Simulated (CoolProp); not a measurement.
Vapour-liquid equilibrium of CH2F2 (R32) (1) + R125 (2) at 275.9 K; x and y are mole fractions of (1).

Computed with CoolProp (multi-fluid Helmholtz-energy mixture model, Tillner-Roth 1997 and Lemmon 2005; pair parameters Lemmon 2004).

```csv
x,"bubble pressure, mixture model (bar)","bubble pressure, Raoult's law (bar)","y, mixture model","y, Raoult's law"
0.05,7.441,7.385,0.064,0.060
0.2,7.825,7.620,0.241,0.233
0.35,8.168,7.855,0.400,0.395
0.5,8.455,8.089,0.543,0.548
0.65,8.677,8.324,0.678,0.693
0.8,8.824,8.559,0.811,0.829
0.95,8.879,8.793,0.950,0.958
```

The largest gap from Raoult's law is +4.5 % in bubble pressure, at x = 0.5. y crosses x between x = 0.8 and 0.95: the model has an azeotrope there.

The pair parameters rest on a limited set of measurements; away from them the model extrapolates.
